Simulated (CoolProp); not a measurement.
A simple Rankine cycle with benzene: condensing at 311.15 K, boiler at 1.64 MPa, turbine inlet 521.6 K, turbine efficiency 0.9, pump efficiency 0.7, no recuperator. Each further row changes one setting.

The numbers come from the reference Helmholtz-energy equation of state, Thol 2012 in CoolProp.

```tsv
case	thermal efficiency (%)	net work (kJ/kg)	heat in (kJ/kg)	turbine exit temperature (K)	volume ratio over the turbine
as stated	24.5	173	706	396.8	?
turbine inlet 541.6 K	24.4	?	?	?	65.6
condensing temperature 303.15 K	25.7	?	?	388.0	91.7
boiler pressure 1.15 MPa	22.9	165	718	410.2	45.2
turbine efficiency 0.8	21.7	153	706	410.1	?
```

**Question.** What belongs in the gaps?

**Answer.** 
- as stated, volume ratio over the turbine: 66.4
- turbine inlet 541.6 K, net work (kJ/kg): 182
- turbine inlet 541.6 K, heat in (kJ/kg): 747
- turbine inlet 541.6 K, turbine exit temperature (K): 417.9
- condensing temperature 303.15 K, net work (kJ/kg): 185
- condensing temperature 303.15 K, heat in (kJ/kg): 720
- turbine efficiency 0.8, volume ratio over the turbine: 68.7
